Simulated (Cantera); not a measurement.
Charge: 1 mol Si3N4, 0.22 mol O2, 11 mol H2, equilibrated at 53000 Pa.

Cantera equilibrium calculation (NASA polynomials, part measured and part estimated; ideal gas, pure solids and liquids). Candidate condensed phases: H2O, Si, SiO2, Si2N2O, Si3N4; 35 gas species. Mutual solubility and eutectic melting of coexisting phases are not modelled. Gases not in the tables: Si2H6 and higher silanes. Rates play no part.

**Question.** Which condensed phases are stable at each of these points (T (K)): 700, 900, 1100, 1300, 1500, 1700, 1900?

**Answer.** 
| T (K) | condensed phases | Si condensed (%) |
|---|---|---|
| 700 | Si2N2O(s) + Si3N4(s) | 100.0 |
| 900 | Si2N2O(s) + Si3N4(s) | 100.0 |
| 1100 | Si2N2O(s) + Si3N4(s) | 100.0 |
| 1300 | Si2N2O(s) + Si3N4(s) | 100.0 |
| 1500 | Si2N2O(s) + Si3N4(s) | 100.0 |
| 1700 | Si2N2O(s) + Si3N4(s) | 100.0 |
| 1900 | Si(l) + Si2N2O(s) + Si3N4(s) | 98.9 |

From 700 K to 1700 K the condensed part is Si2N2O(s) + Si3N4(s). At 1900 K the condensed part is Si(l) + Si2N2O(s) + Si3N4(s).
